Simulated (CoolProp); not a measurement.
Vapour-liquid equilibrium of CHF3 (R23) (1) + R11 (2) at 237.1 K; x and y are mole fractions of (1).

Values from CoolProp's multi-fluid Helmholtz-energy mixture model, Penoncello 2003 and Jacobsen 1992; pair parameters Bell 2016.

```tsv
x	bubble pressure (MPa)	y at the bubble point	dew pressure at overall composition x (MPa)	liquid density (mol/L)
0.05	0.1368	0.952	0.006814	11.98
0.125	0.3096	0.979	0.007399	12.34
0.2	0.4466	0.985	0.008095	12.72
0.275	0.5452	0.988	(withheld)	13.11
0.35	(withheld)	0.989	0.009965	13.51
0.425	0.6447	0.990	0.01127	13.93
0.5	(withheld)	0.990	(withheld)	14.36
0.575	0.6703	0.990	0.01525	14.80
0.65	0.6757	0.991	0.01852	15.27
0.725	(withheld)	0.991	0.02357	15.76
0.8	0.7014	0.992	0.03244	16.27
0.875	0.7302	0.993	0.05198	16.83
0.95	0.7750	0.996	(withheld)	17.43
```

Complete the blanks.


- 0.275, dew pressure at overall composition x (MPa): 0.008933
- 0.35, bubble pressure (MPa): 0.6087
- 0.5, bubble pressure (MPa): 0.6624
- 0.5, dew pressure at overall composition x (MPa): 0.01296
- 0.725, bubble pressure (MPa): 0.6846
- 0.95, dew pressure at overall composition x (MPa): 0.1308

No azeotrope shows between x = 0.05 and 0.95.

Pair parameters are fitted to limited data, so mixtures are less certain than the pure fluids. With so large a gap from Raoult's law the liquid may split in two, which this calculation doesn't test in full.
